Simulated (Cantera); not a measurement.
A closed system holds: 1 mol Si, 2.4 mol F₂, equilibrated at 600 K and 7.00 Pa.

Equilibrium computed with Cantera from the NASA thermochemical tables; the gas is ideal and each condensed phase is pure. Candidate condensed phases: Si; 9 gas species. The numbers say what is thermodynamically allowed, not how fast it happens.

Base state: SiF₄ 0.711, F₂ 0.280, F 0.00889 (mole fractions); condensed: gas only.

Q: What changes in the equilibrium state with this change: F₂ from 2.4 to 0.76 mol?

A: 
```
species      before  after
----------  -------  -----
SiF₄          0.711   1.00
F₂            0.280  <1e-9
F           0.00889  <1e-9
Si(s), mol        0  0.620
```

Q: What changes in the equilibrium state with this change: temperature from 600 K to 775 K?

A: 
```
species   before  after
-------  -------  -----
SiF₄       0.711  0.628
F        0.00889  0.241
F₂         0.280  0.130
```
